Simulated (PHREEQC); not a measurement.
Solution (25 °C): 0.8 mol KOH and 0.028 mol K2SO4 per kg of water. Closed to the air; pH follows from the charge balance.

Model: Pitzer model, pitzer.dat, run in PHREEQC.

```csv
quantity,before,after
ionic strength (mol/kgw),0.884,0.884
SI of Arcanite (K2SO4),-1.24,-0.94
```

Question: Which change was made?
A) KOH from 0.8 to 0.88 mol/kgw
B) diluted 10-fold with water
C) KOH replaced by KHSO4 at the same molality
D) KOH from 0.8 to 0.72 mol/kgw
E) temperature from 25 to 5 °C

Answer: E, temperature from 25 to 5 °C

No solid was allowed to form. Away from 25 °C the constants follow the database's enthalpies or fits; those with neither stay at their 25 °C values.
